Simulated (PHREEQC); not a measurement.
FeCl3 is added in steps, without added water, to 1 kg of water holding 49 mmol/kgw NH3 and 0.37 mmol/kgw K3PO4, at 25 °C. O2 is buffered at 0.21 atm. No CO2 enters from the air. Solids allowed: Hematite, Strengite. Others were left out.

Base run: PHREEQC, ion-association model, wateq4f.dat. Each further column changes one thing. The table gives HPO4-2 (mol/kgw).

```
FeCl3 added (mol)      base  all activity coefficients set to 1  Davies equation for every ion  metal-ligand complexes left out  Debye-Hückel limiting law
-----------------  --------  ----------------------------------  -----------------------------  -------------------------------  -------------------------
0                  0.000347                            0.000351                       0.000347                                …                   0.000347
0.008575           0.000367                            0.000366                       0.000367                         0.000367                   0.000367
0.01593            0.000329                            0.000304                       0.000330                         0.000330                   0.000336
0.0245             6.81e-10                            2.21e-10                       7.49e-10                                …                    1.23e-9
0.03308            1.99e-10                            5.57e-11                       2.22e-10                         2.11e-10                   4.39e-10
0.04043            1.01e-10                                   …                       1.15e-10                         1.16e-10                   2.59e-10
0.049              5.49e-11                            1.38e-11                       6.26e-11                                …                   1.62e-10
```

**Question.** Complete the blanks.

**Answer.** 
- 0, metal-ligand complexes left out: 0.000348
- 0.0245, metal-ligand complexes left out: 6.89e-10
- 0.04043, all activity coefficients set to 1: 2.66e-11
- 0.049, metal-ligand complexes left out: 7.10e-11

H3PO4, which wateq4f.dat lacks, is added to it with the constant of phreeqc.dat.
